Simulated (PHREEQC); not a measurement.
# Copper plating or etch bath: an equilibrium model

Consider water at 25 °C with 0.064 mol/kgw CuSO4 and 0.00013 mol/kgw KCl. Closed to the air; pH follows from the charge balance.

Computed with PHREEQC (acid-base model without metal-ligand complexes, phreeqc.dat).

No solid was allowed to form.

Problem. Predict the pH.

Solution. pH 4.49.
